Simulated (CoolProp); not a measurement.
R115 at 412.66 K and 3.26 MPa is throttled through a valve to 2.14 MPa with no heat exchange. Each further row changes one setting.

Model: reference Helmholtz-energy equation of state, Lemmon 2016, in CoolProp.

```json
[
 {"case": "as stated", "temperature change (K)": "-8.2", "final density (kg/m³)": "117"},
 {"case": "outlet pressure 0.642 MPa", "temperature change (K)": "-18.7", "final density (kg/m³)": "31.8"},
 {"case": "outlet pressure 2.78 MPa", "temperature change (K)": "-3.5", "final density (kg/m³)": "158"}
]
```
